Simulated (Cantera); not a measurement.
## Thermodynamics of abatement and gas-phase synthesis, feed NF3 + H2 + H2O

Input: 1 mol NF3, 0.93 mol H2, 0.6 mol H2O, equilibrated at 330 Torr.

Method: chemical equilibrium by Gibbs-energy minimisation in Cantera with the NASA 1993 tables (ideal gas, pure condensed phases). Candidate condensed phases: H2O; 40 gas species. Kinetics and transport are ignored.

```tsv
T (K)	x HF	x N2	x O2	x H2O	x NO	x O	x OH
1850	0.786	0.130	0.0740	0.00777	0.00118	7.91e-5	0.000244
1900	0.786	0.130	0.0738	0.00775	0.00138	0.000122	0.000322
1950	0.786	0.130	0.0737	0.00772	0.00160	0.000185	0.000418
2000	0.786	0.130	0.0734	0.00769	0.00184	0.000273	0.000536
2050	0.786	0.130	0.0732	0.00766	0.00210	0.000397	0.000678
2100	0.785	0.130	0.0729	0.00762	0.00238	0.000566	0.000848
2150	0.785	0.130	0.0725	0.00758	0.00268	0.000793	0.00105
2200	0.785	0.129	0.0721	0.00755	0.00300	0.00109	0.00129
2250	0.784	0.129	0.0716	0.00751	0.00334	0.00149	0.00156
2300	0.783	0.129	0.0710	0.00748	0.00369	0.00199	0.00188
2350	0.782	0.129	0.0702	0.00745	0.00406	0.00264	0.00224
2400	0.781	0.128	0.0694	0.00742	0.00444	0.00344	0.00265
```
x: gas mole fraction; nothing condenses.

From 1850 K to 2400 K nothing is condensed.
